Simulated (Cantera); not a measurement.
Input (Python, Cantera):

```python
import numpy as np
import cantera as ct

gas = ct.Solution("gri30.yaml")
gas.TPX = 375, 13332, {'CH4': 1, 'O2': 2, 'N2': 7.52, 'H2O': 0.4}
flame = ct.FreeFlame(gas, width=0.16)
flame.set_refine_criteria(ratio=3, slope=0.08, curve=0.16)
flame.transport_model = "mixture-averaged"
flame.solve(loglevel=0, auto=True)
z, T = flame.grid, flame.T
thick = (T[-1] - T[0]) / np.gradient(T, z).max()
show = ['CH4', 'O2', 'H2O', 'C2H2', 'H', 'C2H4']
print(f"laminar burning velocity  {flame.velocity[0] * 100:.3f} cm/s")
print(f"burnt temperature         {T[-1]:.1f} K")
print(f"thermal thickness         {thick * 1e3:.4f} mm")
print(f"grid points               {len(z)}")
z0 = z[flame.heat_release_rate.argmax()]
print(f"{'z/mm':>9s}{'T/K':>9s}{'u/(m/s)':>9s}" + "".join(f"{s:>11s}" for s in show))
rows = []
for k in (-3, -2, -1.5, -1, -0.5, -0.25, 0, 0.25, 0.5, 1, 2, 4, 8):
    zz = z0 + k * thick
    rows.append([k * thick, np.interp(zz, z, T), np.interp(zz, z, flame.velocity),
                 *(np.interp(zz, z, flame.X[gas.species_index(s)]) for s in show)])
    print(f"{rows[-1][0] * 1e3:9.3f}{rows[-1][1]:9.1f}{rows[-1][2]:9.3f}" + "".join(f"{x:11.3e}" for x in rows[-1][3:]))
```

It prints:

```
laminar burning velocity  78.015 cm/s
burnt temperature         2152.5 K
thermal thickness         2.4121 mm
grid points               160
     z/mm      T/K  u/(m/s)        CH4         O2        H2O       C2H2          H       C2H4
   -7.236    375.0    0.780  9.153e-02  1.831e-01  3.662e-02  1.940e-11  3.342e-15  1.283e-10
   -4.824    375.3    0.782  9.139e-02  1.828e-01  3.660e-02  8.414e-10  3.966e-12  5.939e-09
   -3.618    377.3    0.788  9.107e-02  1.824e-01  3.677e-02  1.214e-08  1.100e-09  9.078e-08
   -2.412    411.7    0.865  8.871e-02  1.797e-01  4.021e-02  4.098e-07  1.611e-06  3.317e-06
   -1.206    790.9    1.690  6.654e-02  1.524e-01  7.671e-02  1.301e-05  3.850e-04  1.072e-04
   -0.603   1205.2    2.606  3.761e-02  1.133e-01  1.178e-01  4.502e-05  1.593e-03  3.148e-04
    0.000   1585.4    3.460  9.664e-03  6.633e-02  1.591e-01  8.926e-05  5.040e-03  2.447e-04
    0.603   1736.2    3.794  8.686e-04  3.835e-02  1.791e-01  2.119e-05  9.489e-03  1.826e-05
    1.206   1768.1    3.852  4.131e-05  2.823e-02  1.835e-01  9.312e-07  1.209e-02  3.532e-07
    2.412   1793.1    3.887  8.180e-08  2.316e-02  1.827e-01  8.247e-10  1.342e-02  1.169e-10
    4.824   1822.8    3.937  8.909e-12  2.109e-02  1.824e-01  4.327e-14  1.290e-02  2.984e-15
    9.648   1863.2    4.012  1.487e-15  1.968e-02  1.851e-01  4.976e-18  1.099e-02  1.987e-19
   19.297   1919.9    4.118  1.621e-17  1.781e-02  1.895e-01  1.309e-22  8.336e-03  5.374e-27
```

Computed with Cantera and GRI-Mech 3.0 (53 species, 325 reactions). Burning velocities carry a grid error of a few per cent, more on coarse grids.
